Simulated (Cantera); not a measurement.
A diamond (100) surface in a fixed gas of H2 with x(CH4) = 0.005, x(CH3) = 5.3e-05, at 1300 K, 0.0270 bar; coverages are run to steady state.

Detailed kinetics in Cantera: the Harris–Goodwin 1993 mechanism for the reconstructed diamond (100) surface.

θ: site fractions in the mechanism's names (c6HH fully hydrogenated, c6H* and c6*H radical sites, c6** diradical, c6HM methylated).

```
x(H)     growth (µm/h)  θ c6HH  θ c6H*  θ c6*H   θ c6**
-------  -------------  ------  ------  ------  -------
0.0001         0.00526   0.662  0.0286   0.306  0.00412
0.00025         0.0261   0.535  0.0387   0.414   0.0114
0.00062            [?]     [?]  0.0448   0.479      [?]
0.0016           0.150   0.408  0.0477   0.510   0.0340
0.0039           0.223   0.389  0.0487   0.521   0.0412
0.0097             [?]   0.381  0.0492   0.525   0.0451
0.024            0.482   0.377  0.0494   0.527   0.0468
0.061            0.778   0.376  0.0497   0.527   0.0476
0.15              1.18   0.375  0.0502   0.527   0.0481
```

Question: What belongs in the gaps?

Answer: 
- 0.00062, growth (µm/h): 0.0767
- 0.00062, θ c6HH: 0.453
- 0.00062, θ c6**: 0.0225
- 0.0097, growth (µm/h): 0.318
